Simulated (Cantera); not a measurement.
Input: 1 mol C₂H₆, 0.1 mol CO₂, 1.3 mol H₂, equilibrated at 352 °C.

Cantera equilibrium calculation (NASA polynomials, part measured and part estimated; ideal gas, pure solids and liquids). Candidate condensed phases: C, C₆H₆, C₇H₈, C₈H₁₈, H₂O; 110 gas species. The ideal-gas law is rough above about 30 bar. The numbers say what is thermodynamically allowed, not how fast it happens.

What share of the C ends up in condensed phases as a function of P (Pa), at 10, 160, 2500, 40000, 630000, 10000000?


| P (Pa) | C condensed (%) | as |
|---|---|---|
| 10 | 93.6 | C(graphite) |
| 160 | 86.6 | C(graphite) |
| 2500 | 43.4 | C(graphite) |
| 40000 | 13.6 | C(graphite) |
| 630000 | 5.0 | C(graphite) |
| 10000000 | 2.9 | C(graphite) |
